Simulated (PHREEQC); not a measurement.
Consider water at 25 °C with 0.023 mol H2SO4 per kg of water. Closed to the air; pH follows from the charge balance.

All values are PHREEQC results (ion-association model, phreeqc.dat), not measurements.

No solid was allowed to form.

**Question.** Estimate the pH.

**Answer.** pH 1.56.

**Question.** In which forms is S present?

**Answer.** HSO4- 61 %, SO4-2 39 % of the S.
